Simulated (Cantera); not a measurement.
Input: 1 mol CO2, 0.41 mol H2, 6.6 mol N2, 0.36 mol SO2, held at 3323.15 K and 7.50 bar.

Equilibrium computed with Cantera from the NASA thermochemical tables; the gas is ideal and each condensed phase is pure. Candidate condensed phases: C, C6H6, C7H8, C8H18, H2O, H2SO4, S; 150 gas species. Equilibrium is a limit: real reactors are often held back by kinetics, nucleation or transport.

### Question
What is the equilibrium state?

### Answer
```
Item                                        Value
--------------------------------------  ---------
x(N2)                                       0.738
x(CO)                                      0.0835
x(CO2)                                     0.0297
x(SO2)                                     0.0243
x(H2O)                                     0.0238
x(NO)                                      0.0179
x(O2)                                      0.0155
x(OH)                                      0.0153
x(SO)                                      0.0144
gas amount                              8.833 mol
log10 activity of S(l) (absent)             -3.61
log10 activity of C(graphite) (absent)      -5.92
```
